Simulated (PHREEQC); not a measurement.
Solution (25 °C): 15 mmol/kgw CuSO4 and 0.092 mmol/kgw Cu(NO3)2. Closed to the air; pH follows from the charge balance.

Computed with PHREEQC (ion-association model, wateq4f.dat).

This is a speciation only: nothing precipitates in the calculation.

### Question
Estimate the pH, ionic strength.

### Answer
pH 4.82; ionic strength 0.0401 mol/kgw.

### Question
In which forms is S present?

### Answer
SO4-2 66 %, CuSO4 34 % of the S.

Examples of supersaturated solids here: Antlerite, Brochantite. Others may be too.
